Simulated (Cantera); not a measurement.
A closed system holds: 1 mol C3H8, 0.025 mol O2, 0.68 mol N2, at 0.100 bar.

Equilibrium computed with Cantera from the NASA thermochemical tables; the gas is ideal and each condensed phase is pure. Candidate condensed phases: C, C6H6, C7H8, C8H18, H2O; 136 gas species. The numbers say what is thermodynamically allowed, not how fast it happens. All values below are at 1702 °C.

Base state: H2 0.839, N2 0.141, CO 0.0106, HCN 0.00459, H 0.00396, C2H2 (acetylene) 0.000545, HNC 0.000249, CH4 3.20e-5 (mole fractions); condensed: C(graphite).

### Question
What changes in the equilibrium state with this change: O2 from 0.025 to 0.15 mol?

### Answer
```csv
species,before,after
H2,0.839,0.797
N2,0.141,0.134
CO,0.0106,0.0601
CH4,3.20e-5,2.88e-5
C2H2 (acetylene),0.000545,0.000517
HCN,0.00459,0.00436
"C(graphite), mol",2.92,2.67
```
